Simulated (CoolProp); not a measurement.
Vapour-liquid equilibrium of dimethyl ether (1) + n-pentane (2) at 437 kPa; x and y are mole fractions of (1).

Computed with CoolProp (multi-fluid Helmholtz-energy mixture model, Wu 2011 and Thol 2019; pair parameters Bell 2016).

| x | bubble temperature (°C) | y at the bubble point | dew temperature at overall composition x (°C) | liquid density (mol/L) |
|---|---|---|---|---|
| 0.05 | 81.1 | 0.162 | 85.2 | 7.934 |
| 0.125 | 71.0 | 0.396 | 82.5 | 8.365 |
| 0.2 | 60.4 | 0.587 | 79.7 | 8.826 |
| 0.275 | 50.6 | [?] | 76.6 | 9.297 |
| 0.35 | [?] | 0.808 | [?] | 9.768 |
| 0.425 | 35.8 | 0.863 | 69.6 | 10.24 |
| 0.5 | 30.8 | 0.898 | 65.6 | 10.71 |
| 0.575 | 27.0 | 0.921 | 61.2 | 11.19 |
| 0.65 | 24.2 | 0.938 | 56.1 | 11.69 |
| 0.725 | 21.9 | 0.951 | 50.3 | 12.23 |
| 0.8 | 19.9 | 0.963 | 43.2 | 12.81 |
| 0.875 | 18.1 | 0.974 | 34.1 | 13.45 |
| 0.95 | 16.3 | 0.988 | 22.0 | 14.17 |

Question: Complete the blanks.

Answer: 
- 0.275, y at the bubble point: 0.721
- 0.35, bubble temperature (°C): 42.3
- 0.35, dew temperature at overall composition x (°C): 73.2

No azeotrope shows between x = 0.05 and 0.95.

The pair parameters rest on a limited set of measurements; away from them the model extrapolates. The gap from Raoult's law changes sign with composition, which may be real or a fault of the pair parameters; it wasn't checked against measurements.
